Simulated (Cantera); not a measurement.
An adiabatic, constant-volume homogeneous reactor starts with CH4 : CO : O2 : N2 : CO2 = 1 : 0.076 : 2.04 : 7.66 : 0.031 (molar parts), equivalence ratio 1.00, at 1575 K and 9.00 bar.

Detailed kinetics in Cantera: GRI-Mech 3.0 (53 species, 325 reactions). Above 3000 K some thermodynamic fits are extrapolated.

One state of this run: T (K) = 3112; P (bar) = 18.5; x CH4 = <1e-12; x CO = 0.0455; x O2 = 0.0177; x NO2 = 9.81e-6; x HO2 = 2.03e-5; x H2O2 = 1.72e-6; x CH2 = 1.03e-12. x: mole fraction; the columns are a selection and need not sum to one.

Q: Which value of t (s) does it belong to?
A) 0.000935
B) 2.54e-5
C) 6.00e-6
D) 0.000107

A: A, 0.000935
